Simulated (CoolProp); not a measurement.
Aqueous lithium chloride as a coolant, 7 % by mass, freezing at -7.7 °C, 1 atm.

Values from CoolProp's Melinder's fits for secondary coolants.

```tsv
T (°C)	cp (kJ/(kg K))	density (kg/m³)	conductivity (W/(m K))	viscosity (mPa s)
-3.4	3.798	1042	0.543	2.43
1.2	3.801	1042	0.550	2.10
5.8	3.803	1041	0.558	1.83
10.4	[?]	1040	0.565	1.61
15	3.810	1040	[?]	1.43
19.6	3.814	1039	0.580	[?]
24.2	3.818	1037	0.587	1.16
28.8	3.822	[?]	0.594	1.05
33.4	3.827	1035	0.601	0.952
```

Q: What belongs in the gaps?

A: 
- 10.4, cp (kJ/(kg K)): 3.806
- 15, conductivity (W/(m K)): 0.573
- 19.6, viscosity (mPa s): 1.28
- 28.8, density (kg/m³): 1036
